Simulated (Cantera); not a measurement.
An isothermal, constant-pressure homogeneous reactor starts with CH4 : H2 = 1 : 2 (molar parts), at 1775 K and 0.405 atm. Integrator tolerance rtol = 1e-08.

Cantera simulation using GRI-Mech 3.0 (53 species, 325 reactions); the numbers are that mechanism's predictions, not measurements. GRI-Mech 3.0 stops at C3 and has no aromatics, soot or wall deposition, so with more carbon than oxygen in the feed, carbon stays in small species such as C2H2 where larger ones or solid carbon would form.

**Question.** What does this change do: temperature 1775 to 1175 K?

**Answer.** 
| quantity | before | after |
|---|---|---|
| x(CH4) at 300 s | 0.00805 (gas-phase equilibrium 0.00805) | 0.329 (gas-phase equilibrium 0.328) |
| x(H2) at 300 s | 0.869 (gas-phase equilibrium 0.869) | 0.669 (gas-phase equilibrium 0.670) |
| x(C2H) at 300 s | 4.64e-7 (gas-phase equilibrium 4.64e-7) | <1e-12 (gas-phase equilibrium <1e-12) |
| x(C2H6) at 300 s | 6.28e-7 (gas-phase equilibrium 6.28e-7) | 8.20e-5 (gas-phase equilibrium 0.000106) |
| x(C2H2) at 300 s | 0.121 (gas-phase equilibrium 0.121) | 0.000285 (gas-phase equilibrium 0.000379) |
| x(C2H4) at 300 s | 0.00119 (gas-phase equilibrium 0.00119) | 0.00142 (gas-phase equilibrium 0.00187) |
| x(CH3) at 300 s | 7.93e-5 (gas-phase equilibrium 7.93e-5) | 1.33e-6 (gas-phase equilibrium 1.46e-6) |
